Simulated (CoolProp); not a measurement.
Propane at 293.15 K and 1.33 MPa is throttled through a valve to 0.39 MPa with no heat exchange. Each further row changes one setting.

The numbers come from the reference Helmholtz-energy equation of state, Lemmon 2009 in CoolProp.

```json
[
 {"case": "as stated", "temperature change (K)": "-26.3", "final phase": "[?]", "final density (kg/m³)": "[?]"},
 {"case": "outlet pressure 0.117 MPa", "temperature change (K)": "-58.8", "final phase": "two-phase, vapour fraction 0.341", "final density (kg/m³)": "8.03"},
 {"case": "outlet pressure 0.507 MPa", "temperature change (K)": "[?]", "final phase": "two-phase, vapour fraction 0.124", "final density (kg/m³)": "77.3"}
]
```

### Question
What belongs in the gaps?

### Answer

- as stated, final phase: two-phase, vapour fraction 0.175
- as stated, final density (kg/m³): 45.5
- outlet pressure 0.507 MPa, temperature change (K): -17.8
